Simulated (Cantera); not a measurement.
Equilibrium for oxide etching and cleaning by halides: MgO + NF3 + H2

Feed: 1 mol MgO, 3.6 mol NF3, a varied amount of H2, held at 1325 K and 29.0 Pa.

Cantera equilibrium calculation (NASA polynomials, part measured and part estimated; ideal gas, pure solids and liquids). Candidate condensed phases: H2O, Mg, MgF2, MgO, Mg(OH)2; 50 gas species. Mutual solubility and eutectic melting of coexisting phases are not modelled. The numbers say what is thermodynamically allowed, not how fast it happens.

From 0.42 mol H2 to 3.7 mol H2 the condensed part is MgF2(s). From 5 mol H2 to 9.3 mol H2 the condensed part is MgF2(s) + MgO(s). The main Mg-bearing gas is MgF2 throughout.

```tsv
n(H2) (mol)	x HF	x F	x H2	x N2	x O2	x H2O	n MgF2(s)	n MgO(s)
0.42	0.0754	0.714	<1e-12	0.162	0.0448	<1e-12	0.959	0
0.58	0.104	0.686	<1e-12	0.162	0.0448	<1e-12	0.959	0
0.79	0.142	0.648	<1e-12	0.162	0.0448	<1e-12	0.959	0
1.1	0.197	0.592	<1e-12	0.162	0.0448	<1e-12	0.959	0
1.5	0.269	0.521	<1e-12	0.162	0.0448	<1e-12	0.959	0
2	0.359	0.431	<1e-12	0.162	0.0448	<1e-12	0.959	0
2.7	0.485	0.305	<1e-12	0.162	0.0448	<1e-12	0.959	0
3.7	0.664	0.126	<1e-12	0.162	0.0448	<1e-12	0.959	0
5	0.802	4.17e-7	1.48e-6	0.153	0.0170	0.0244	0.644	0.313
6.8	0.743	1.47e-9	0.102	0.131	2.64e-12	0.0210	0.238	0.711
9.3	0.632	8.17e-10	0.239	0.110	<1e-12	0.0152	0.188	0.753
```
x: gas mole fraction; n: condensed amount in mol.
